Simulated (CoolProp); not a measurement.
Vapour-liquid equilibrium of ethane (1) + C2F6 (R116) (2) at -64.25 °C; x and y are mole fractions of (1).

Computed with CoolProp (multi-fluid Helmholtz-energy mixture model, Bücker 2006 and Lemmon 2006; pair parameters Bell 2016).

**Question.** Give the bubble pressure and the first vapour's composition at x = 0.2, 0.35, 0.8. Is there an azeotrope?

**Answer.** x = 0.2: 0.3222 MPa, y = 0.466; x = 0.35: 0.3701 MPa, y = 0.585; x = 0.8: 0.3914 MPa, y = 0.721. y crosses x between x = 0.65 and 0.8: the model has an azeotrope there.

The pair parameters rest on a limited set of measurements; away from them the model extrapolates. With so large a gap from Raoult's law the liquid may split in two, which this calculation doesn't test in full.
